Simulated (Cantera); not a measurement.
A closed system holds: 1 mol BN, 1.8 mol Cl2, at 1327 °C and 0.0200 bar.

Method: chemical equilibrium by Gibbs-energy minimisation in Cantera with the NASA 1993 tables (ideal gas, pure condensed phases). Candidate condensed phases: B, BN; 10 gas species. The tables' values for BCl2 are old estimates; treat these amounts as uncertain. Rates play no part.

Base state: BCl3 0.504, N2 0.252, Cl 0.187, Cl2 0.0578, BCl2 2.83e-5 (mole fractions); condensed: gas only.

Question: What changes in the equilibrium state with this change: Cl2 from 1.8 to 0.79 mol?

Answer: 
```
species      before     after
----------  -------  --------
BCl3          0.504     0.662
N2            0.252     0.332
Cl            0.187   0.00279
Cl2          0.0578   1.29e-5
BCl         2.58e-8  0.000151
BCl2        2.83e-5   0.00248
BN(s), mol        0     0.473
```
The tables' values for BCl2, BCl are old estimates; treat these amounts as uncertain.

Question: What changes in the equilibrium state with this change: temperature from 1327 °C to 1475 °C?

Answer: 
```csv
species,before,after
BCl3,0.504,0.486
Cl,0.187,0.250
N2,0.252,0.243
Cl2,0.0578,0.0208
BCl2,2.83e-5,0.000346
```
